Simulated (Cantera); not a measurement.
What does this Cantera script print?

```python
import numpy as np
import cantera as ct

gas_names = [...]  # 151 gases of nasa_gas.yaml made of C, H, N, O, Si
cond_names = """
    C(gr) C6H6(L) C7H8(L) C8H18(L),n-octa H2O(s) H2O(L) Si(cr) Si(L) SiC(b) SiO2(Lqz) SiO2(hqz) SiO2(L)
    Si2N2O(s) Si3N4(a)
""".split()


# ... load() reads the species with a 1 bar reference pressure and builds the phases ...
atoms = {
    'HMDSO': {'Si': 2, 'C': 6, 'H': 18, 'O': 1},
    'CO2': {'C': 1, 'O': 2},
    'N2': {'N': 2},
}
top_T = {'C(gr)': 4500, 'SiC(b)': 3050, 'Si2N2O(s)': 2100, 'Si3N4(a)': 2400}  # K; cautious upper limits of use, not melting points


# ... equilibrate(T, P, feed) seeds the gas with the atoms and calls Mixture.equilibrate('TP', solver="vcs", rtol=1e-11, max_steps=5000) ...
results = []
feed = {'HMDSO': 1, 'CO2': 0.31, 'N2': 49}  # mol
T = 1848.15  # K
P = 1000  # Pa
mix = equilibrate(T, P, feed)
results.append((T, P, feed, dict(zip(mix.species_names, mix.species_moles))))
print(gas.report(threshold=0.001))
for i in range(1, mix.n_phases):
    print(f"{mix.phase(i).name:16s} {mix.phase_moles(i):12.5e} mol")
```

It prints:

```
       temperature   1848.2 K
          pressure   1000 Pa
           density   0.0015685 kg/m^3
  mean mol. weight   24.102 kg/kmol
   phase of matter   gas

                          1 kg             1 kmol
                     ---------------   ---------------
          enthalpy        1.9971e+06        4.8134e+07  J
   internal energy        1.3595e+06        3.2767e+07  J
           entropy             11740        2.8297e+05  J/K
    Gibbs function       -1.9701e+07       -4.7484e+08  J
 heat capacity c_p            1470.5             35442  J/K
 heat capacity c_v            1125.5             27127  J/K

                      mass frac. Y      mole frac. X     chem. pot. / RT
                     ---------------   ---------------   ---------------
                CO          0.031345          0.026972           -42.848
                 H        8.5504e-05         0.0020445           -12.873
               HCN         0.0030168         0.0026904           -31.213
                H2          0.012407           0.14834           -25.745
                N2           0.95264           0.81961           -31.482
     [ +146 minor]        0.00050936        0.00034528

C(gr)             2.53969e+00 mol
Si(L)             0.00000e+00 mol
SiC(b)            1.98850e+00 mol
SiO2(L)           0.00000e+00 mol
Si2N2O(s)         0.00000e+00 mol
Si3N4(a)          0.00000e+00 mol
```

Method: chemical equilibrium by Gibbs-energy minimisation in Cantera with the NASA 1993 tables (ideal gas, pure condensed phases). The feed counts by its element totals alone.
